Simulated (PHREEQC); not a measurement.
## Reverse-osmosis permeate: speciation

A made-up water analysis in mg/kgw, 25 °C, pH 6.21, pe 12.9: Na 6.52; K 0.236; Ca 1.99; Mg 0.0417; Cl 0.983; S(6) as SO4 1.09; Alkalinity as HCO3 19.9; F 0.0027; Sr 0.11; N(5) as NO3 0.00532.

Valence states are taken as typed.

The numbers come from PHREEQC with the ion-association model, wateq4f.dat.

| Quantity | Value |
|---|---|
| ionic strength | 0.000450 mol/kgw |
| charge-balance error | 2.4 % |

```json
[
 {"species": "CO2", "molality": "0.000442", "activity": "0.000442", "log γ": "0.000"},
 {"species": "HCO3-", "molality": "0.000326", "activity": "0.000319", "log γ": "-0.010"},
 {"species": "Na+", "molality": "0.000284", "activity": "0.000277", "log γ": "-0.010"},
 {"species": "Ca+2", "molality": "4.94e-5", "activity": "4.48e-5", "log γ": "-0.042"},
 {"species": "Cl-", "molality": "2.77e-5", "activity": "2.71e-5", "log γ": "-0.011"},
 {"species": "SO4-2", "molality": "1.12e-5", "activity": "1.02e-5", "log γ": "-0.042"}
]
```

Precipitation was switched off in this run.
